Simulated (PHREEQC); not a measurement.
Consider water at 25 °C with 27 mmol/kgw NaH2PO4 and 0.17 mmol/kgw HNO3. Closed to the air; pH follows from the charge balance.

Equilibrium calculation in PHREEQC: ion-association model, phreeqc.dat.

```csv
quantity,before,after
pH,4.30,4.37
ionic strength (mol/kgw),0.0271,0.0271
H3PO4 (mol/kgw),0.000168,0.000197
HPO4-2 (mol/kgw),5.29e-5,7.37e-5
NaHPO4- (mol/kgw),1.51e-6,2.03e-6
```

Problem. What was changed between the two runs?
A) HNO3 from 0.00017 to 0.00085 mol/kgw
B) temperature from 25 to 80 °C
C) diluted 10-fold with water
D) temperature from 25 to 55 °C
E) temperature from 25 to 10 °C

Solution. D, temperature from 25 to 55 °C

This is a speciation only: nothing precipitates in the calculation. Away from 25 °C the constants follow the database's enthalpies or fits; those with neither stay at their 25 °C values.
